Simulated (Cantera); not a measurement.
## Pb + O₂ + N₂ (iron carbonyl, mercury and lead vapours)

A closed system holds: 1 mol Pb, 0.34 mol O₂, 17 mol N₂.

Equilibrium computed with Cantera from the NASA thermochemical tables; the gas is ideal and each condensed phase is pure. Candidate condensed phases: Pb, PbO, PbO₂, Pb₃O₄; 12 gas species. Each liquid is taken as pure. Mutual solubility and eutectic melting of coexisting phases are not modelled. Rates play no part.

Problem. Map the stable condensed phases over T = 725, 750, 775, 800, 825, 850, 875, 900, 925, 950 °C and P in Pa = 10, 42, 180, 750, 3200, 13000, 56000, 240000, 1000000.

Solution. 
```
T in °C \ P in Pa
              10      42     180     750    3200   13000   56000  240000 1000000
    950        A       A       A       B       B       C       C       C       C
    925        A       A       B       B       B       C       C       C       C
    900        A       A       B       B       C       C       C       C       C
    875        A       A       B       B       C       C       C       C       C
    850        A       B       B       B       C       C       C       C       C
    825        A       B       B       C       C       C       C       C       C
    800        B       B       B       C       C       C       C       C       C
    775        B       B       B       C       C       C       C       C       C
    750        B       B       C       C       C       C       C       C       C
    725        B       B       C       C       C       C       C       C       C
```
A: gas only; B: PbO; C: Pb + PbO.
